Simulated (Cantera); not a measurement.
A perfectly stirred reactor is fed with CH₄ : N₂ = 1 : 110 (molar parts), at 100.0 Torr; it is held at 1650 K, and followed from long to short residence time.

Detailed kinetics in Cantera: GRI-Mech 3.0 (53 species, 325 reactions). GRI-Mech 3.0 stops at C3 and has no aromatics, soot or wall deposition, so with more carbon than oxygen in the feed, carbon stays in small species such as C2H2 where larger ones or solid carbon would form.

```json
[
 {"quantity": "x(CH₄) at τ = 1.10 s", "before": "0.00201", "after": "0.000108"},
 {"quantity": "x(H₂) at τ = 1.10 s", "before": "0.0103", "after": "0.0131"},
 {"quantity": "x(CH₃) at τ = 1.10 s", "before": "6.86e-5", "after": "4.13e-5"},
 {"quantity": "x(C₂H₆) at τ = 1.10 s", "before": "9.19e-7", "after": "3.82e-9"},
 {"quantity": "x(CH₂) at τ = 1.10 s", "before": "1.03e-7", "after": "9.65e-7"},
 {"quantity": "x(CH₄) at τ = 41.0 ms", "before": "0.00725", "after": "0.00116"},
 {"quantity": "x(H₂) at τ = 41.0 ms", "before": "0.00219", "after": "0.0113"},
 {"quantity": "x(CH₃) at τ = 41.0 ms", "before": "0.000178", "after": "0.000265"},
 {"quantity": "x(C₂H₆) at τ = 41.0 ms", "before": "6.68e-6", "after": "1.67e-7"},
 {"quantity": "x(CH₂) at τ = 41.0 ms", "before": "1.58e-7", "after": "3.18e-6"}
]
```

### Question
Name the change that produced these shifts.
A) temperature 1650 to 1975 K
B) pressure from 100.0 Torr to 0.218 Torr
C) temperature 1650 to 1850 K
D) pressure from 100.0 Torr to 750 Torr

### Answer
A, temperature 1650 to 1975 K
